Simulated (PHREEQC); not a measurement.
# Leach liquor (model solution)

A solution holds 0.11 mol/kgw H2SO4, 0.0021 mol/kgw Li2SO4 and 0.0015 mol/kgw CdSO4, at 35 °C. Closed to the air; pH follows from the charge balance.

Equilibrium calculation in PHREEQC: ion-association model, phreeqc.dat.

Precipitation was switched off in this run.

Problem. What pH does the model give?

Solution. pH 0.99.

Problem. In which forms is S present?

Solution. HSO4- 83 %, SO4-2 16 % of the S.

Species that the database lacks are ignored.
